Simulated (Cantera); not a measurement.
Mixture: CH4 : H2 : O2 : N2 = 1 : 0.22 : 3.84 : 13.8 (molar parts), at 410000 Pa, adiabatic and at constant volume. Ignition delay is the time to a rise of 400 K.

Computed with Cantera and GRI-Mech 3.0 (53 species, 325 reactions).

What does this change do: pressure from 410000 Pa to 1400000 Pa?


```
quantity                                                before       after
--------------------------------------------------  ----------  ----------
delay at 1250 K                                       0.907 ms    0.324 ms
delay at 1325 K                                       0.476 ms    0.166 ms
delay at 1400 K                                       0.257 ms     91.6 µs
delay at 1475 K                                       0.144 ms     52.7 µs
delay at 1550 K                                        84.3 µs     31.3 µs
delay at 1625 K                                        51.6 µs     19.2 µs
apparent activation energy between 1475 and 1625 K  140 kJ/mol  130 kJ/mol
```
The pressure lies above the range GRI-Mech 3.0 was tuned for (to about 10 atm).

What does this change do: pressure from 410000 Pa to 380000 Pa?


```json
[
 {"quantity": "delay at 1250 K", "before": "0.907 ms", "after": "0.970 ms"},
 {"quantity": "delay at 1325 K", "before": "0.476 ms", "after": "0.508 ms"},
 {"quantity": "delay at 1400 K", "before": "0.257 ms", "after": "0.274 ms"},
 {"quantity": "delay at 1475 K", "before": "0.144 ms", "after": "0.153 ms"},
 {"quantity": "delay at 1550 K", "before": "84.3 µs", "after": "89.7 µs"},
 {"quantity": "delay at 1625 K", "before": "51.6 µs", "after": "54.9 µs"},
 {"quantity": "apparent activation energy between 1475 and 1625 K", "before": "140 kJ/mol", "after": "140 kJ/mol"}
]
```
